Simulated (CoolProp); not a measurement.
Ammonia along the isotherm 448.4 K: Z from the reference equation and from simpler models built on Tc = 405.6 K, pc = 11.36 MPa, ω = 0.256; each cubic takes its own stable root.

Model: reference Helmholtz-energy equation of state, Gao 2020, in CoolProp.

| p (MPa) | phase | reference |
|---|---|---|
| 1.31 | gas | 0.9699 |
| 2.62 | gas | 0.9388 |
| 3.93 | gas | 0.9066 |
| 5.24 | gas | 0.8731 |
| 6.56 | gas | 0.8381 |
| 7.87 | gas | 0.8018 |
| 9.18 | gas | 0.7638 |
| 10.5 | gas | 0.7237 |
| 11.8 | supercritical | 0.6823 |
| 13.1 | supercritical | 0.6387 |
| 14.4 | supercritical | 0.5930 |
| 15.7 | supercritical | 0.5457 |
| 17 | supercritical | 0.4983 |

### Question
How far does each simpler model (Redlich-Kwong, Peng-Robinson) lie from the reference over these 13 states: mean and median of the absolute difference, and the worst?

### Answer
- Redlich-Kwong: mean 0.2 %, median 0.2 %, worst +0.4 % at 448.4 K and 17 MPa
- Peng-Robinson: mean 1.2 %, median 0.6 %, worst +6.1 % at 448.4 K and 17 MPa
